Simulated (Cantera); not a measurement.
What does this Cantera script print?

```python
import numpy as np
import cantera as ct

gas = ct.Solution("SiF4_NH3_mec.yaml", "gas")
gas.TPX = 2075, 1200, {'NH3': 1, 'H2': 3.4}
inlet = ct.Reservoir(gas, clone=True)

reactor = ct.IdealGasConstPressureReactor(gas, energy="off", clone=False)
exhaust = ct.Reservoir(gas, clone=True)
tau = [22, 9, 3.7, 1.5, 0.64, 0.26, 0.11, 0.045, 0.019, 0.0078, 0.0032][0]
for a, b in ((inlet, reactor), (reactor, exhaust)):
    ct.MassFlowController(a, b, mdot=lambda t: reactor.mass / tau)
net = ct.ReactorNet([reactor])
show = ['NH3', 'H2', 'N2', 'NH2', 'N', 'N2H4', 'NH']

rows = []
print(f"{'tau/s':>10s}{'T/K':>9s}" + "".join(f"{s:>11s}" for s in show))
for tau in [22, 9, 3.7, 1.5, 0.64, 0.26, 0.11, 0.045, 0.019, 0.0078, 0.0032]:
    net.initial_time = 0.0
    net.advance(30 * tau)
    before = gas.X
    net.advance(40 * tau)
    drift = np.max(np.abs(gas.X - before) / (gas.X + 1e-9))
    rows.append([gas.T, *gas[show].X, drift])
    print(f"{tau:10.3e}{gas.T:9.1f}" + "".join(f"{x:11.3e}" for x in gas[show].X))
```

Output:

```
     tau/s      T/K        NH3         H2         N2        NH2          N       N2H4         NH
 2.200e+01   2075.0  6.411e-03  9.001e-01  8.977e-02  7.759e-05  3.148e-06  1.855e-11  9.329e-06
 9.000e+00   2075.0  2.017e-02  8.932e-01  8.419e-02  1.553e-04  2.523e-06  7.447e-11  1.181e-05
 3.700e+00   2075.0  4.561e-02  8.786e-01  7.380e-02  2.654e-04  2.426e-06  2.178e-10  1.515e-05
 1.500e+00   2075.0  8.621e-02  8.548e-01  5.721e-02  4.090e-04  2.437e-06  5.178e-10  1.885e-05
 6.400e-01   2075.0  1.327e-01  8.273e-01  3.820e-02  5.490e-04  2.437e-06  9.334e-10  2.185e-05
 2.600e-01   2075.0  1.761e-01  8.017e-01  2.047e-02  6.617e-04  2.382e-06  1.356e-09  2.372e-05
 1.100e-01   2075.0  2.030e-01  7.858e-01  9.489e-03  7.146e-04  2.236e-06  1.582e-09  2.389e-05
 4.500e-02   2075.0  2.176e-01  7.772e-01  3.561e-03  7.084e-04  1.896e-06  1.555e-09  2.191e-05
 1.900e-02   2075.0  2.239e-01  7.737e-01  1.030e-03  6.247e-04  1.241e-06  1.209e-09  1.665e-05
 7.800e-03   2075.0  2.264e-01  7.726e-01  1.381e-04  4.166e-04  3.705e-07  5.382e-10  7.430e-06
 3.200e-03   2075.0  2.270e-01  7.726e-01  7.620e-06  1.922e-04  3.715e-08  1.146e-10  1.597e-06
```

Cantera simulation using the gas-phase N/H chemistry of the illustrative SiF4/NH3 mechanism in the Surface Chemkin manual (1991); the numbers are that mechanism's predictions, not measurements. Walls and surfaces, which speed up NH3 decomposition in real reactors, are not modelled.
